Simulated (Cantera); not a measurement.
Input: 1 mol C2F6, 0.2 mol F2, 0.19 mol Si, held at 100 Torr.

Method: chemical equilibrium by Gibbs-energy minimisation in Cantera with the NASA 1993 tables (ideal gas, pure condensed phases). Candidate condensed phases: C, Si, SiC; 23 gas species. The feed counts by its element totals alone. The tables' values for SiF3, SiF2, C2F4 are old estimates; treat these amounts as uncertain. Gases not in the tables: C2F6 and larger saturated fluorocarbons. The numbers say what is thermodynamically allowed, not how fast it happens.

x: gas mole fraction; n: condensed amount in mol.

```
T (°C)     x CF4      x F     x CF2  x SiF4      x CF     x CF3      x C3  n C(graphite)
------  --------  -------  --------  ------  --------  --------  --------  -------------
975        0.881  5.16e-8   1.18e-6   0.119    <1e-12   1.19e-6    <1e-12          0.590
1175       0.881  3.48e-6   4.91e-5   0.119  3.53e-10   2.46e-5    <1e-12          0.590
1375       0.880  8.47e-5  0.000817   0.119   4.67e-8  0.000241    <1e-12          0.589
1575       0.872  0.00103   0.00728   0.118   2.12e-6   0.00142  3.58e-12          0.584
1775       0.830  0.00764    0.0410   0.115   4.47e-5   0.00574  6.59e-10          0.557
1975       0.684   0.0382     0.156   0.106  0.000523    0.0160   4.69e-8          0.459
2175           ?        ?         ?       ?         ?         ?         ?              ?
2375           ?        ?         ?       ?         ?         ?         ?              ?
2575      0.0106    0.482     0.411  0.0464    0.0399   0.00861  0.000423          0.114
2775    0.000876    0.623     0.248  0.0368    0.0795   0.00245   0.00387          0.388
```

### Question
Some entries are withheld; supply them.

### Answer

- 2175, x CF4: 0.375
- 2175, x F: 0.131
- 2175, x CF2: 0.380
- 2175, x SiF4: 0.0833
- 2175, x CF: 0.00364
- 2175, x CF3: 0.0270
- 2175, x C3: 1.63e-6
- 2175, n C(graphite): 0.210
- 2375, x CF4: 0.0966
- 2375, x F: 0.314
- 2375, x CF2: 0.494
- 2375, x SiF4: 0.0592
- 2375, x CF: 0.0139
- 2375, x CF3: 0.0216
- 2375, x C3: 2.24e-5
- 2375, n C(graphite): 0
